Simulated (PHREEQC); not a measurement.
A made-up water analysis in mmol/kgw, 25 °C, pH 6.51, pe 10.9:

```
constituent                mmol/kgw
-------------------------  --------
Na                         0.000128
K                          1.66e-06
Ca                          0.00098
Mg                         7.69e-05
Cl                         0.000597
S(6)                       0.000377
Alkalinity (meq/kgw)       0.000785
Zn                         6.94e-06
O(0) (counted as O atoms)  2.35e-05
```

Valence states are taken as typed.

The numbers come from PHREEQC with the ion-association model, phreeqc.dat.

```yaml
ionic_strength: 3.95e-6 mol/kgw
charge_balance_error: 2.4 %
```

| species | molality | activity | log γ |
|---|---|---|---|
| HCO3- | 1.06e-6 | 1.06e-6 | -0.001 |
| Ca+2 | 9.80e-7 | 9.71e-7 | -0.004 |
| CO2 | 7.36e-7 | 7.36e-7 | 0.000 |
| Cl- | 5.97e-7 | 5.96e-7 | -0.001 |
| SO4-2 | 3.77e-7 | 3.73e-7 | -0.004 |
| H+ | 3.10e-7 | 3.09e-7 | -0.001 |
| Na+ | 1.28e-7 | 1.28e-7 | -0.001 |
| Mg+2 | 7.69e-8 | 7.62e-8 | -0.004 |
| OH- | 3.28e-8 | 3.27e-8 | -0.001 |
| O2 | 1.17e-8 | 1.17e-8 | 0.000 |
| Zn+2 | 6.91e-9 | 6.85e-9 | -0.004 |
| K+ | 1.66e-9 | 1.66e-9 | -0.001 |

Precipitation was switched off in this run. Species that the database lacks are ignored.
